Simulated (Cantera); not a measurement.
# Low-pressure radical oxidation in H2/O2

An isothermal, constant-pressure homogeneous reactor starts with 5.03 % H₂, 27.9 % O₂, 67.0 % N₂, at 1400 K and 0.0267 bar.

Detailed kinetics in Cantera: the H2/O2 subset of GRI-Mech 3.0, which has no nitrogen chemistry. Radical loss at walls, strong at low pressure, is not modelled. The temperature is held fixed by assumption; the heat of reaction is taken as removed at once.

```json
[
 {"t (s)": "3.00e-6", "x H₂": "0.0503", "x O₂": "0.279", "x H₂O": "3.36e-12", "x H": "1.89e-9", "x OH": "8.08e-11", "x H₂O₂": "<1e-12", "x O": "8.17e-11"},
 {"t (s)": "1.30e-5", "x H₂": "0.0503", "x O₂": "0.279", "x H₂O": "2.40e-10", "x H": "7.42e-9", "x OH": "1.29e-9", "x H₂O₂": "2.04e-12", "x O": "1.35e-9"},
 {"t (s)": "5.62e-5", "x H₂": "0.0503", "x O₂": "0.279", "x H₂O": "1.39e-8", "x H": "3.17e-8", "x OH": "1.66e-8", "x H₂O₂": "3.72e-11", "x O": "1.92e-8"},
 {"t (s)": "0.000243", "x H₂": "0.0503", "x O₂": "0.279", "x H₂O": "1.43e-6", "x H": "8.25e-7", "x OH": "6.14e-7", "x H₂O₂": "6.23e-10", "x O": "7.67e-7"},
 {"t (s)": "0.00105", "x H₂": "0.00750", "x O₂": "0.250", "x H₂O": "0.0328", "x H": "0.0135", "x OH": "0.00647", "x H₂O₂": "1.21e-7", "x O": "0.0190"},
 {"t (s)": "0.00456", "x H₂": "0.00192", "x O₂": "0.245", "x H₂O": "0.0408", "x H": "0.0108", "x OH": "0.00464", "x H₂O₂": "7.58e-8", "x O": "0.0239"},
 {"t (s)": "0.0197", "x H₂": "0.00134", "x O₂": "0.250", "x H₂O": "0.0446", "x H": "0.00585", "x OH": "0.00391", "x H₂O₂": "7.38e-8", "x O": "0.0156"},
 {"t (s)": "0.0854", "x H₂": "0.000353", "x O₂": "0.258", "x H₂O": "0.0497", "x H": "0.000718", "x OH": "0.00203", "x H₂O₂": "4.86e-8", "x O": "0.00380"},
 {"t (s)": "0.370", "x H₂": "2.88e-5", "x O₂": "0.260", "x H₂O": "0.0512", "x H": "1.63e-5", "x OH": "0.000583", "x H₂O₂": "1.32e-8", "x O": "0.000304"},
 {"t (s)": "1.60", "x H₂": "2.54e-6", "x O₂": "0.261", "x H₂O": "0.0515", "x H": "4.30e-7", "x OH": "0.000174", "x H₂O₂": "2.51e-9", "x O": "2.69e-5"},
 {"t (s)": "6.93", "x H₂": "4.31e-7", "x O₂": "0.261", "x H₂O": "0.0515", "x H": "3.01e-8", "x OH": "7.17e-5", "x H₂O₂": "6.42e-10", "x O": "4.56e-6"},
 {"t (s)": "30.0", "x H₂": "2.81e-7", "x O₂": "0.261", "x H₂O": "0.0515", "x H": "1.59e-8", "x OH": "5.79e-5", "x H₂O₂": "4.81e-10", "x O": "2.98e-6"}
]
```
x: mole fraction; the columns are a selection and need not sum to one.

Equilibrium at this temperature and pressure: H₂ 2.81e-7, O₂ 0.261, H₂O 0.0515, H 1.59e-8, OH 5.79e-5, H₂O₂ 4.81e-10, O 2.98e-6 (gas phase only).
